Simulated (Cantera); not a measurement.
Input: 1 mol C2F6, 0.46 mol H2, held at 0.133 bar.

These are equilibrium values from Cantera (NASA tables, ideal gas, pure condensed phases), not measurements of a reactor. Candidate condensed phases: C, C6H6, C7H8, C8H18; 95 gas species. The feed counts by its element totals alone. Gases not in the tables: C2F6 and larger saturated fluorocarbons. The numbers say what is thermodynamically allowed, not how fast it happens.

Question: What share of the C ends up in condensed phases as a function of T (K), at 1225, 1325, 1425, 1525, 1625, 1725, 1825, 1925, 2025, 2125, 2225, 2325, 2425?

Answer: 
```json
[
 {"T (K)": "1225", "C condensed (%)": "36.5", "as": "C(graphite)"},
 {"T (K)": "1325", "C condensed (%)": "36.5", "as": "C(graphite)"},
 {"T (K)": "1425", "C condensed (%)": "36.5", "as": "C(graphite)"},
 {"T (K)": "1525", "C condensed (%)": "36.5", "as": "C(graphite)"},
 {"T (K)": "1625", "C condensed (%)": "36.5", "as": "C(graphite)"},
 {"T (K)": "1725", "C condensed (%)": "36.4", "as": "C(graphite)"},
 {"T (K)": "1825", "C condensed (%)": "36.2", "as": "C(graphite)"},
 {"T (K)": "1925", "C condensed (%)": "35.8", "as": "C(graphite)"},
 {"T (K)": "2025", "C condensed (%)": "35.0", "as": "C(graphite)"},
 {"T (K)": "2125", "C condensed (%)": "33.4", "as": "C(graphite)"},
 {"T (K)": "2225", "C condensed (%)": "30.5", "as": "C(graphite)"},
 {"T (K)": "2325", "C condensed (%)": "25.8", "as": "C(graphite)"},
 {"T (K)": "2425", "C condensed (%)": "19.3", "as": "C(graphite)"}
]
```
